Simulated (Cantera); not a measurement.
## Equilibrium for iron carbonyl, mercury and lead vapours: Pb + O2 + N2

Feed: 1 mol Pb, 0.48 mol O2, 7.8 mol N2, equilibrated at 15.0 Pa.

Cantera equilibrium calculation (NASA polynomials, part measured and part estimated; ideal gas, pure solids and liquids). Candidate condensed phases: Pb, PbO, PbO2, Pb3O4; 12 gas species. Kinetics and transport are ignored.

At 725 K the condensed part is Pb(l) + PbO(red). From 800 K to 875 K the condensed part is Pb(l) + PbO(yellow). From 950 K to 1100 K the condensed part is PbO(yellow). From 1175 K to 1325 K nothing is condensed. The main Pb-bearing gas is Pb at 725 K and PbO at 1325 K.

```json
[
 {"T (K)": "725", "log p N2": "-3.82", "log p PbO": "-12.05", "log p Pb": "-8.47", "log p O2": "<-15", "log p NO": "<-15", "log p O": "<-15", "n Pb(l)": "0.0398", "n PbO(red)": "0.960", "n PbO(yellow)": "0"},
 {"T (K)": "800", "log p N2": "-3.82", "log p PbO": "-10.15", "log p Pb": "-7.21", "log p O2": "<-15", "log p NO": "<-15", "log p O": "<-15", "n Pb(l)": "0.0368", "n PbO(red)": "0", "n PbO(yellow)": "0.960"},
 {"T (K)": "875", "log p N2": "-3.83", "log p PbO": "-8.59", "log p Pb": "-6.17", "log p O2": "-15.71", "log p NO": "-14.57", "log p O": "<-15", "n Pb(l)": "0.00478", "n PbO(red)": "0", "n PbO(yellow)": "0.960"},
 {"T (K)": "950", "log p N2": "-3.83", "log p PbO": "-7.28", "log p Pb": "-6.12", "log p O2": "-12.02", "log p NO": "-12.29", "log p O": "<-15", "n Pb(l)": "0", "n PbO(red)": "0", "n PbO(yellow)": "0.957"},
 {"T (K)": "1025", "log p N2": "-3.83", "log p PbO": "-6.16", "log p Pb": "-6.12", "log p O2": "-8.78", "log p NO": "-10.30", "log p O": "-13.87", "n Pb(l)": "0", "n PbO(red)": "0", "n PbO(yellow)": "0.924"},
 {"T (K)": "1100", "log p N2": "-3.85", "log p PbO": "-5.21", "log p Pb": "-5.86", "log p O2": "-6.50", "log p NO": "-8.85", "log p O": "-11.85", "n Pb(l)": "0", "n PbO(red)": "0", "n PbO(yellow)": "0.585"},
 {"T (K)": "1175", "log p N2": "-3.88", "log p PbO": "-4.87", "log p Pb": "-5.46", "log p O2": "-5.86", "log p NO": "-8.27", "log p O": "-10.77", "n Pb(l)": "0", "n PbO(red)": "0", "n PbO(yellow)": "0"},
 {"T (K)": "1250", "log p N2": "-3.88", "log p PbO": "-4.93", "log p Pb": "-5.29", "log p O2": "-5.65", "log p NO": "-7.93", "log p O": "-9.99", "n Pb(l)": "0", "n PbO(red)": "0", "n PbO(yellow)": "0"},
 {"T (K)": "1325", "log p N2": "-3.89", "log p PbO": "-5.02", "log p Pb": "-5.15", "log p O2": "-5.50", "log p NO": "-7.63", "log p O": "-9.31", "n Pb(l)": "0", "n PbO(red)": "0", "n PbO(yellow)": "0"}
]
```
log p: log10 of the partial pressure in bar; n: condensed amount in mol.
